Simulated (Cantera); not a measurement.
A closed system holds: 1 mol CCl4, 0.4 mol CH4, equilibrated at 1650 K and 3700 Pa.

These are equilibrium values from Cantera (NASA tables, ideal gas, pure condensed phases), not measurements of a reactor. Equilibrium is a limit: real reactors are often held back by kinetics, nucleation or transport.

| species | before | after |
|---|---|---|
| HCl | 0.476 | 0.569 |
| Cl2 | 0.191 | 0.422 |
| Cl | 0.333 | 0.00905 |
| CCl4 | 1.48e-7 | 1.14e-5 |
| C(graphite), mol | 1.40 | 1.40 |
Gas species are given as mole fractions.

### Question
Name the change that produced these shifts.
A) pressure from 3700 Pa to 13300 Pa
B) temperature from 1650 K to 1148 K
C) temperature from 1650 K to 1473.15 K
D) CH4 from 0.4 to 0.089 mol

### Answer
B, temperature from 1650 K to 1148 K
